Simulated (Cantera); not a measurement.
Input (Python, Cantera) and output of one run.

```python
import numpy as np
import cantera as ct

gas_names = """
    C CN C2 CCN CNC C2N2 C3 C4 C4N2 C5 N N2 Si SiC SiC2 SiN Si2 Si2C Si2N Si3
""".split()
cond_names = """
    C(gr) Si(cr) Si(L) SiC(b) Si3N4(a)
""".split()


# ... load() reads the species with a 1 bar reference pressure and builds the phases ...
atoms = {
    'Si3N4': {'Si': 3, 'N': 4},
    'C': {'C': 1},
    'N2': {'N': 2},
}
top_T = {'C(gr)': 4500, 'SiC(b)': 3050, 'Si3N4(a)': 2400}  # K; cautious upper limits of use, not melting points


# ... equilibrate(T, P, feed) seeds the gas with the atoms and calls Mixture.equilibrate('TP', solver="vcs", rtol=1e-11, max_steps=5000) ...
results = []
feed = {'Si3N4': 1, 'C': 0.44, 'N2': 0.031}  # mol
T = 2573.15  # K
P = 740000  # Pa
mix = equilibrate(T, P, feed)
results.append((T, P, feed, dict(zip(mix.species_names, mix.species_moles))))
print(gas.report(threshold=1e-05))
for i in range(1, mix.n_phases):
    print(f"{mix.phase(i).name:16s} {mix.phase_moles(i):12.5e} mol")
```

Result:

```
       temperature   2573.2 K
          pressure   7.4e+05 Pa
           density   0.96976 kg/m^3
  mean mol. weight   28.037 kg/kmol
   phase of matter   gas

                          1 kg             1 kmol
                     ---------------   ---------------
          enthalpy        2.7751e+06        7.7807e+07  J
   internal energy        2.0121e+06        5.6413e+07  J
           entropy            8728.6        2.4472e+05  J/K
    Gibbs function       -1.9685e+07        -5.519e+08  J
 heat capacity c_p            1311.4             36769  J/K
 heat capacity c_v            1014.9             28454  J/K

                      mass frac. Y      mole frac. X     chem. pot. / RT
                     ---------------   ---------------   ---------------
                CN        1.7942e-05        1.9334e-05           -17.502
                N2           0.99731           0.99813            -25.82
                Si         0.0010934         0.0010915           -7.2543
              SiC2        5.1719e-05        2.7829e-05           -16.439
               SiN        0.00040298        0.00026842           -20.164
               Si2        6.4818e-05        3.2354e-05           -14.509
              Si2C        0.00045566        0.00018737           -19.101
              Si2N        0.00056792        0.00022689           -27.419
     [  +12 minor]        3.4433e-05        1.5396e-05

C(gr)             0.00000e+00 mol
Si(L)             2.55590e+00 mol
SiC(b)            4.39427e-01 mol
```

Method: chemical equilibrium by Gibbs-energy minimisation in Cantera with the NASA 1993 tables (ideal gas, pure condensed phases). Mutual solubility and eutectic melting of coexisting phases are not modelled. The tables' values for SiN are old estimates; treat these amounts as uncertain.
